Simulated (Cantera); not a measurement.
A perfectly stirred reactor is fed with C₃H₈ : O₂ : N₂ = 1 : 4.55 : 25 (molar parts), equivalence ratio 1.1, at 9.40 bar; it is adiabatic with a 725 K inlet, and is followed from long to short residence time, starting on the burning branch (τ in s: 0.021, 0.01, 0.0048, 0.0023, 0.0011, 0.00055, 0.00026, 0.00013, 6.2e-05, 3e-05, 1.5e-05, 7e-06).

Detailed kinetics in Cantera: GRI-Mech 3.0 (53 species, 325 reactions). GRI-Mech 3.0 was tuned for natural gas; its chemistry of propane as a main component is partial and can be far from experiment.

x: mole fraction; the columns are a selection and need not sum to one.

```tsv
τ (s)	T (K)	x C₃H₈	x O₂	x N₂O	x NO	x CH₄	x C₂H	x HO₂
0.021	2206	2.32e-7	0.000327	9.37e-8	0.000294	?	2.02e-8	1.81e-7
0.010	2201	4.41e-7	0.000520	1.26e-7	0.000316	?	3.36e-8	3.31e-7
0.0048	2194	8.17e-7	0.000821	1.68e-7	0.000333	?	5.44e-8	6.01e-7
0.0023	2184	1.49e-6	0.00128	2.18e-7	0.000344	?	8.66e-8	1.07e-6
0.0011	2170	2.70e-6	0.00196	2.72e-7	0.000345	?	1.36e-7	1.86e-6
0.00055	2153	4.67e-6	0.00285	3.22e-7	0.000333	?	2.03e-7	3.05e-6
0.00026	2128	8.48e-6	0.00421	3.66e-7	0.000304	?	3.11e-7	5.10e-6
0.00013	2097	1.50e-5	0.00596	3.94e-7	0.000261	?	4.56e-7	8.15e-6
6.2e-5	2054	2.93e-5	0.00875	4.07e-7	0.000199	?	6.87e-7	1.38e-5
3.0e-5	1987	6.74e-5	0.0139	3.92e-7	0.000119	?	1.04e-6	2.67e-5
1.5e-5	725	0.0327	0.149	<1e-12	<1e-12	<1e-12	<1e-12	<1e-12
7.0e-6	725	0.0327	0.149	<1e-12	<1e-12	<1e-12	<1e-12	<1e-12
```

Problem. What belongs in the gaps?

Solution. 
- 0.021, x CH₄: 4.34e-6
- 0.010, x CH₄: 5.52e-6
- 0.0048, x CH₄: 6.92e-6
- 0.0023, x CH₄: 8.78e-6
- 0.0011, x CH₄: 1.15e-5
- 0.00055, x CH₄: 1.57e-5
- 0.00026, x CH₄: 2.37e-5
- 0.00013, x CH₄: 3.83e-5
- 6.2e-5, x CH₄: 7.37e-5
- 3.0e-5, x CH₄: 0.000184
